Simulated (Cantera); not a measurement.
Input (Python, Cantera) and output of one run.

```python
import numpy as np
import cantera as ct

gas_names = """
    F FO FO2 F2 F2O Mg MgF MgF2 MgN MgO Mg2 Mg2F4 N NF NF2 NF3 NO NO2 NO3 N2 N2O O O2 O3
""".split()
cond_names = """
    Mg(cr) Mg(L) MgF2(s) MgF2(L) MgO(s) MgO(L)
""".split()


# ... load() reads the species with a 1 bar reference pressure and builds the phases ...
atoms = {
    'MgF2': {'Mg': 1, 'F': 2},
    'O2': {'O': 2},
    'N2': {'N': 2},
}
top_T = {}  # K; cautious upper limits of use, not melting points


# ... equilibrate(T, P, feed) seeds the gas with the atoms and calls Mixture.equilibrate('TP', solver="vcs", rtol=1e-11, max_steps=5000) ...
results = []
P = 74  # Pa
for T in [1375, 1425, 1475, 1525, 1575, 1625, 1675, 1725, 1775, 1825, 1875, 1925]:
    for m in [8.4, 15, 26, 47, 83, 150, 260]:
        feed = {'MgF2': 1, 'O2': 0.9, 'N2': m}  # mol
        mix = equilibrate(T, P, feed)
        results.append((T, P, feed, dict(zip(mix.species_names, mix.species_moles))))

for T, P, feed, n in results:
    print(f"{T:7g} {feed['N2']:10.4g}  " + (" + ".join(c for c in cond_names if n.get(c, 0) > 1e-12) or "gas only"))
```

Result:

```
   1375        8.4  MgF2(s) + MgO(s)
   1375         15  MgF2(s) + MgO(s)
   1375         26  MgF2(s) + MgO(s)
   1375         47  MgF2(s) + MgO(s)
   1375         83  MgF2(s) + MgO(s)
   1375        150  MgF2(s) + MgO(s)
   1375        260  MgO(s)
   1425        8.4  MgF2(s) + MgO(s)
   1425         15  MgF2(s) + MgO(s)
   1425         26  MgF2(s) + MgO(s)
   1425         47  MgF2(s) + MgO(s)
   1425         83  MgO(s)
   1425        150  MgO(s)
   1425        260  MgO(s)
   1475        8.4  MgF2(s) + MgO(s)
   1475         15  MgF2(s) + MgO(s)
   1475         26  MgO(s)
   1475         47  MgO(s)
   1475         83  MgO(s)
   1475        150  MgO(s)
   1475        260  MgO(s)
   1525        8.4  MgO(s)
   1525         15  MgO(s)
   1525         26  MgO(s)
   1525         47  MgO(s)
   1525         83  MgO(s)
   1525        150  MgO(s)
   1525        260  MgO(s)
   1575        8.4  MgO(s)
   1575         15  MgO(s)
   1575         26  MgO(s)
   1575         47  MgO(s)
   1575         83  MgO(s)
   1575        150  MgO(s)
   1575        260  MgO(s)
   1625        8.4  MgO(s)
   1625         15  MgO(s)
   1625         26  MgO(s)
   1625         47  MgO(s)
   1625         83  MgO(s)
   1625        150  MgO(s)
   1625        260  gas only
   1675        8.4  MgO(s)
   1675         15  MgO(s)
   1675         26  MgO(s)
   1675         47  MgO(s)
   1675         83  gas only
   1675        150  gas only
   1675        260  gas only
   1725        8.4  MgO(s)
   1725         15  MgO(s)
   1725         26  gas only
   1725         47  gas only
   1725         83  gas only
   1725        150  gas only
   1725        260  gas only
   1775        8.4  gas only
   1775         15  gas only
   1775         26  gas only
   1775         47  gas only
   1775         83  gas only
   1775        150  gas only
   1775        260  gas only
   1825        8.4  gas only
   1825         15  gas only
   1825         26  gas only
   1825         47  gas only
   1825         83  gas only
   1825        150  gas only
   1825        260  gas only
   1875        8.4  gas only
   1875         15  gas only
   1875         26  gas only
   1875         47  gas only
   1875         83  gas only
   1875        150  gas only
   1875        260  gas only
   1925        8.4  gas only
   1925         15  gas only
   1925         26  gas only
   1925         47  gas only
   1925         83  gas only
   1925        150  gas only
   1925        260  gas only
```

Cantera equilibrium calculation (NASA polynomials, part measured and part estimated; ideal gas, pure solids and liquids).
